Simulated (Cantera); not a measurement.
Input: 1 mol CF4, 0.24 mol HCl, 0.42 mol CH4, held at 1.33 mbar.

Equilibrium computed with Cantera from the NASA thermochemical tables; the gas is ideal and each condensed phase is pure. Candidate condensed phases: C, C6H6, C7H8, C8H18; 118 gas species. Kinetics and transport are ignored. All values below are at 2075 °C.

Base state: HF 0.484, F 0.380, CF2 0.0676, Cl 0.0604, CF 0.00752, CF4 0.000371, CF3 0.000299, H 0.000200 (mole fractions); condensed: C(graphite).

Q: What changes in the equilibrium state with this change: pressure from 1.33 mbar to 1.00 bar?

A: 
```json
[
 {"species": "HF", "before": "0.484", "after": "0.688"},
 {"species": "CF4", "before": "0.000371", "after": "0.157"},
 {"species": "Cl", "before": "0.0604", "after": "0.0753"},
 {"species": "F", "before": "0.380", "after": "0.0120"},
 {"species": "CF2", "before": "0.0676", "after": "0.0508"},
 {"species": "CClF3", "before": "6.05e-8", "after": "0.00101"},
 {"species": "Cl2", "before": "9.20e-7", "after": "0.00107"},
 {"species": "CHF3", "before": "5.42e-8", "after": "4.35e-5"},
 {"species": "C", "before": "1.35e-5", "after": "1.80e-8"},
 {"species": "C(graphite), mol", "before": "1.12", "after": "0.828"}
]
```
The tables' values for C2F4 are old estimates; treat these amounts as uncertain. Gases not in the tables: C2F6 and larger saturated fluorocarbons.
